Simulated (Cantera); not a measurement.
# Thermodynamics of silicon carbide growth, feed (CH3)2SiCl2 + C2H4 + H2

A closed system holds: 1 mol (CH3)2SiCl2, 0.11 mol C2H4, 51 mol H2, at 1250 K and 1.00 bar.

These are equilibrium values from Cantera (NASA tables, ideal gas, pure condensed phases), not measurements of a reactor. Candidate condensed phases: C, C6H6, C7H8, C8H18, Si, SiC; 109 gas species. The feed counts by its element totals alone. Kinetics and transport are ignored.

```yaml
x(H2): 0.954
x(HCl): 0.0364
x(CH4): 0.01000
x(SiCl4): 2.38e-5
x(SiHCl3): 2.22e-5
x(SiCl2): 7.89e-6
x(SiCl3): 5.12e-6
x(SiH2Cl2): 2.82e-6
x(C2H4): 1.32e-6
n(C(graphite)): 0.677 mol
n(SiC(s)): 0.997 mol
gas_amount: 54.67 mol
log10 activity of Si(s) (absent): -2.65
```
